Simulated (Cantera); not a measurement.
Charge: 1 mol SiH₄, 0.011 mol C₂H₂, 2.9 mol H₂, at 1.33 mbar.

Method: chemical equilibrium by Gibbs-energy minimisation in Cantera with the NASA 1993 tables (ideal gas, pure condensed phases). Candidate condensed phases: C, C₆H₆, C₇H₈, C₈H₁₈, Si, SiC; 87 gas species. Mutual solubility and eutectic melting of coexisting phases are not modelled. Kinetics and transport are ignored.

Over these rows the condensed part is Si(s) + SiC(s). Partial pressures as log10 of bar:

| T (K) | 1000/T (1/K) | log p Si | log p H₂ |
|---|---|---|---|
| 1275 | 0.7843 | -10.71 | -2.88 |
| 1350 | 0.7407 | -9.70 | -2.88 |
| 1425 | 0.7018 | -8.79 | -2.88 |
| 1500 | 0.6667 | -7.98 | -2.88 |
| 1575 | 0.6349 | ? | -2.88 |
| 1650 | 0.6061 | -6.57 | -2.88 |

Problem. Fit log p(Si) = a + b·(1000/T) to the five rows, give the apparent enthalpy, and predict the row at 1575 K.

Solution. Means: 1000/T = 0.6999, log p = -8.750. Sxy = -0.434308, Sxx = 0.0186923, so b = -23.23 and a = -8.750 − (-23.23)×0.6999 = 7.51.
Apparent enthalpy: −19.145 × (-23.23) = 445 kJ/mol. The condensed phases alone fix this pressure, through Si(s) = Si(g), so the slope is that reaction's ΔH° and the other gases don't enter. The five rows lie within 0.01 of the line.
Prediction at 1575 K: 7.51 + (-23.23)×0.6349 = -7.24. The computed value is -7.24, 0.00 from the line.
